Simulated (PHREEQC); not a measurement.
Dissolve 0.13 mol/kgw CdCl2, 0.00057 mol/kgw NiCl2 and 0.00055 mol/kgw NaF at 20 °C. Closed to the air; pH follows from the charge balance.

Equilibrium calculation in PHREEQC: ion-association model, wateq4f.dat.

No solid was allowed to form.

### Question
What pH, ionic strength does the model give?

### Answer
pH 5.43; ionic strength 0.150 mol/kgw.

### Question
In which forms is Cd present?

### Answer
CdCl+ 64 %, CdCl2 18 %, Cd+2 17 %, CdCl3- 1.3 % of the Cd.
